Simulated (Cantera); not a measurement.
Charge: 1 mol FeS₂, 0.091 mol H₂S, 9.1 mol CO₂, 0.21 mol SO₂, equilibrated at 775 °C and 4.00 bar.

Method: chemical equilibrium by Gibbs-energy minimisation in Cantera with the NASA 1993 tables (ideal gas, pure condensed phases). Candidate condensed phases: C, C₆H₆, C₇H₈, C₈H₁₈, Fe, Fe(CO)₅, FeO, Fe(OH)₂, Fe(OH)₃, FeS, FeSO₄, FeS₂, Fe₂O₃, Fe₂(SO₄)₃, Fe₃O₄, H₂O, H₂SO₄, S; 127 gas species. FeS: taken at fixed stoichiometry. Gases not in the tables: S₃ to S₇. Rates play no part.

Base state: CO₂ 0.903, S₂ 0.0470, SO₂ 0.0245, COS 0.00787, CO 0.00695, H₂O 0.00687, H₂S 0.00225, S₂O 0.00128 (mole fractions); condensed: FeS(s).

What changes in the equilibrium state with this change: temperature from 775 °C to 952 °C?


```csv
species,before,after
CO₂,0.903,0.876
S₂,0.0470,0.0422
SO₂,0.0245,0.0349
CO,0.00695,0.0295
SO,6.64e-6,5.79e-5
SH,2.12e-6,1.15e-5
H₂,6.27e-5,0.000175
H₂S,0.00225,0.00133
"FeS(s), mol",1.00,1.00
```
